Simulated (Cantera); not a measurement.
Charge: 1 mol Si, 7.4 mol Br2, 0.55 mol H2, at 1425 K and 38.0 Pa.

Method: chemical equilibrium by Gibbs-energy minimisation in Cantera with the NASA 1993 tables (ideal gas, pure condensed phases). Candidate condensed phases: Br2, Si; 19 gas species. The tables' values for SiBr3 are old estimates; treat these amounts as uncertain. Equilibrium is a limit: real reactors are often held back by kinetics, nucleation or transport.

Base state: Br 0.824, HBr 0.0886, SiBr4 0.0490, SiBr2 0.0246, SiBr3 0.00697, Br2 0.00668, H2 2.59e-5 (mole fractions); condensed: gas only.

Task: What changes in the equilibrium state with this change: temperature from 1425 K to 1300 K?

Result: 
```tsv
species	before	after
Br	0.824	0.787
HBr	0.0886	0.0959
SiBr4	0.0490	0.0858
SiBr2	0.0246	0.000424
Br2	0.00668	0.0304
H2	2.59e-5	2.76e-6
SiBr3	0.00697	0.000935
```

Task: What changes in the equilibrium state with this change: pressure from 38.0 Pa to 10.0 Pa?

Result: 
| species | before | after |
|---|---|---|
| Br | 0.824 | 0.842 |
| HBr | 0.0886 | 0.0815 |
| SiBr2 | 0.0246 | 0.0608 |
| SiBr4 | 0.0490 | 0.00877 |
| Br2 | 0.00668 | 0.00184 |
| H2 | 2.59e-5 | 7.98e-5 |
| SiBr3 | 0.00697 | 0.00464 |

Task: What changes in the equilibrium state with this change: temperature from 1425 K to 823.15 K?

Result: 
```
species   before    after
-------  -------  -------
Br2      0.00668    0.681
HBr       0.0886    0.157
SiBr4     0.0490    0.142
Br         0.824   0.0194
SiBr2     0.0246    <1e-9
SiBr3    0.00697  1.87e-9
H2       2.59e-5  1.01e-9
```
